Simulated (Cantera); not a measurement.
Feed: 1 mol SiCl4, 0.37 mol C2H2, 1300 mol H2, equilibrated at 1900 °C and 290 Pa.

Method: chemical equilibrium by Gibbs-energy minimisation in Cantera with the NASA 1993 tables (ideal gas, pure condensed phases). Candidate condensed phases: C, C6H6, C7H8, C8H18, Si, SiC; 109 gas species. The numbers say what is thermodynamically allowed, not how fast it happens.

Base state: H2 0.911, H 0.0855, HCl 0.00275, Si 0.000704, C2H2 (acetylene) 0.000262, Cl 0.000188, SiH 1.69e-5 (mole fractions); condensed: gas only.

Q: What changes in the equilibrium state with this change: H2 from 1300 to 1.8 mol?

A: 
```csv
species,before,after
HCl,0.00275,0.462
H2,0.911,0.232
SiCl2,1.19e-7,0.180
Cl,0.000188,0.0627
H,0.0855,0.0432
SiCl3,<1e-9,0.00122
SiCl,1.51e-6,0.00686
Si2C,9.93e-7,0.000514
"C(graphite), mol",0,0.618
"SiC(s), mol",0,0.108
```
The tables' values for SiCl, SiCl3 are old estimates; treat these amounts as uncertain.
